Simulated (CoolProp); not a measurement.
Saturation properties of methane (Tc = 190.6 K, pc = 4.599 MPa, ω = 0.011).

Computed with CoolProp (reference Helmholtz-energy equation of state, Setzmann 1991).

```json
[
 {"T (K)": "124.4", "p (MPa)": "0.2584", "liquid density (kg/m³)": "403.1", "liquid conductivity (mW/(m K))": "166"},
 {"T (K)": "131.3", "p (MPa)": "?", "liquid density (kg/m³)": "?", "liquid conductivity (mW/(m K))": "?"},
 {"T (K)": "138.3", "p (MPa)": "?", "liquid density (kg/m³)": "379.9", "liquid conductivity (mW/(m K))": "146"},
 {"T (K)": "145.2", "p (MPa)": "0.8312", "liquid density (kg/m³)": "367.3", "liquid conductivity (mW/(m K))": "136"},
 {"T (K)": "152.1", "p (MPa)": "1.142", "liquid density (kg/m³)": "353.6", "liquid conductivity (mW/(m K))": "126"},
 {"T (K)": "159.1", "p (MPa)": "1.535", "liquid density (kg/m³)": "338.4", "liquid conductivity (mW/(m K))": "116"},
 {"T (K)": "166", "p (MPa)": "2.010", "liquid density (kg/m³)": "321.5", "liquid conductivity (mW/(m K))": "106"},
 {"T (K)": "172.9", "p (MPa)": "2.581", "liquid density (kg/m³)": "?", "liquid conductivity (mW/(m K))": "96.3"},
 {"T (K)": "179.8", "p (MPa)": "3.264", "liquid density (kg/m³)": "277.1", "liquid conductivity (mW/(m K))": "?"}
]
```

Question: Fill in the missing entries.

Answer: 
- 131.3, p (MPa): 0.3968
- 131.3, liquid density (kg/m³): 391.9
- 131.3, liquid conductivity (mW/(m K)): 156
- 138.3, p (MPa): 0.5866
- 172.9, liquid density (kg/m³): 301.8
- 179.8, liquid conductivity (mW/(m K)): 85.9

It boils at 111.7 K under 1 atm.

Thermal conductivity comes from a separate model (Friend 1989).
